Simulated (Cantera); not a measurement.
Charge: 1 mol Si, 0.67 mol Cl2, 1.9 mol H2, at 1.00 bar.

These are equilibrium values from Cantera (NASA tables, ideal gas, pure condensed phases), not measurements of a reactor. Candidate condensed phases: Si; 19 gas species. The tables' values for SiCl3 are old estimates; treat these amounts as uncertain. The numbers say what is thermodynamically allowed, not how fast it happens.

x: gas mole fraction; n: condensed amount in mol.

```
T (K)   x H2  x SiCl4     x HCl  x SiHCl3   x SiCl2   x SiCl3  n Si(s)
-----  -----  -------  --------  --------  --------  --------  -------
500    0.830    0.101   1.98e-6    0.0675  1.07e-12   3.18e-9    0.626
600    0.830    0.103       ___    0.0648       ___   2.26e-7    0.627
700    0.831    0.104  0.000285    0.0622   6.98e-8   4.70e-6    0.628
800    0.830    0.106       ___    0.0598       ___   4.55e-5    0.630
900    0.829    0.106   0.00435    0.0575   3.10e-5  0.000263    0.632
1000   0.824    0.105    0.0111    0.0549  0.000255   0.00105    0.636
1100   0.815    0.102    0.0237    0.0516   0.00140   0.00320    0.643
1200   0.800   0.0935    0.0435    0.0468   0.00557   0.00771    0.649
1300   0.777   0.0787    0.0703    0.0396    0.0169    0.0150    0.651
```

Q: Complete the blanks.

A: 
- 800, x HCl: 0.00133
- 800, x SiCl2: 2.17e-6
- 600, x HCl: 3.62e-5
- 600, x SiCl2: 6.97e-10
